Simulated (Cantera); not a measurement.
Feed: 1 mol MgO, 3.6 mol CH4, 0.58 mol H2, at 2248.15 K and 1 atm.

These are equilibrium values from Cantera (NASA tables, ideal gas, pure condensed phases), not measurements of a reactor. Candidate condensed phases: C, C6H6, C7H8, C8H18, H2O, Mg, MgCO3, MgO, Mg(OH)2; 116 gas species. The tables' values for MgH are old estimates; treat these amounts as uncertain. The numbers say what is thermodynamically allowed, not how fast it happens.

Base state: H2 0.787, CO 0.102, Mg 0.100, H 0.00648, C2H2 (acetylene) 0.00261, MgH 0.00160, CH4 0.000149, CH3 2.33e-5 (mole fractions); condensed: C(graphite).

What changes in the equilibrium state with this change: MgO replaced by TiO2?


```
species             before     after
----------------  --------  --------
H2                   0.787     0.787
CO                   0.102     0.204
H                  0.00648   0.00648
Mg                   0.100         0
MgH                0.00160         0
CH4               0.000149  0.000149
CH3                2.33e-5   2.33e-5
C2H2 (acetylene)   0.00261   0.00261
C(graphite), mol      2.55     0.547
TiC(s), mol              0     1.000
```
TiC: taken at fixed stoichiometry. Further candidate phases: Ti, TiC, TiO, TiO2, Ti2O3, Ti3O5, Ti4O7.
